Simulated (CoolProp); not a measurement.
R114 along the isobar 3.53 bar: Z from the reference equation and from simpler models built on Tc = 420.6 K, pc = 33.52 bar, ω = 0.252; each cubic takes its own stable root.

Model: reference Helmholtz-energy equation of state, Platzer 1990, in CoolProp. This equation is an older, rougher fit.

```json
[
 {"T (K)": "420.2", "phase": "gas", "reference": "0.9633", "van der Waals": "0.9678", "Redlich-Kwong": "0.9632", "Soave-Redlich-Kwong": "0.9631"},
 {"T (K)": "426.5", "phase": "gas", "reference": "0.9651", "van der Waals": "0.9690", "Redlich-Kwong": "0.9648", "Soave-Redlich-Kwong": "0.9650"},
 {"T (K)": "432.7", "phase": "gas", "reference": "0.9668", "van der Waals": "0.9701", "Redlich-Kwong": "0.9663", "Soave-Redlich-Kwong": "0.9667"},
 {"T (K)": "439", "phase": "gas", "reference": "0.9685", "van der Waals": "0.9712", "Redlich-Kwong": "0.9677", "Soave-Redlich-Kwong": "0.9684"},
 {"T (K)": "445.2", "phase": "gas", "reference": "0.9700", "van der Waals": "0.9722", "Redlich-Kwong": "0.9690", "Soave-Redlich-Kwong": "0.9699"},
 {"T (K)": "451.5", "phase": "gas", "reference": "0.9714", "van der Waals": "0.9731", "Redlich-Kwong": "0.9703", "Soave-Redlich-Kwong": "0.9714"},
 {"T (K)": "457.7", "phase": "gas", "reference": "0.9728", "van der Waals": "0.9741", "Redlich-Kwong": "0.9715", "Soave-Redlich-Kwong": "0.9728"},
 {"T (K)": "464", "phase": "gas", "reference": "0.9741", "van der Waals": "0.9749", "Redlich-Kwong": "0.9727", "Soave-Redlich-Kwong": "0.9741"},
 {"T (K)": "470.2", "phase": "gas", "reference": "0.9753", "van der Waals": "0.9758", "Redlich-Kwong": "0.9738", "Soave-Redlich-Kwong": "0.9754"},
 {"T (K)": "476.5", "phase": "gas", "reference": "0.9764", "van der Waals": "0.9766", "Redlich-Kwong": "0.9748", "Soave-Redlich-Kwong": "0.9766"},
 {"T (K)": "482.8", "phase": "gas", "reference": "0.9775", "van der Waals": "0.9774", "Redlich-Kwong": "0.9758", "Soave-Redlich-Kwong": "0.9777"}
]
```
